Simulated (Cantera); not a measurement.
Source: NASA polynomial tables (part measured, part estimated), evaluated in Cantera. Values are per mole of reaction as written; species without (g) are pure solids or liquids, kept so even where they would boil at 1 bar.

Between 300 and 2100 K, where is each reaction favourable under standard conditions?
- Nb + 4 OH(g) ⇌ NbO2(g) + 2 H2O(g)


- Nb + 4 OH(g) ⇌ NbO2(g) + 2 H2O(g): ΔG° is -805 kJ at 300 K and -540 kJ at 2100 K; it stays negative (K > 1). ΔH° is -867 kJ and ΔS° -155 J/K at 2100 K.
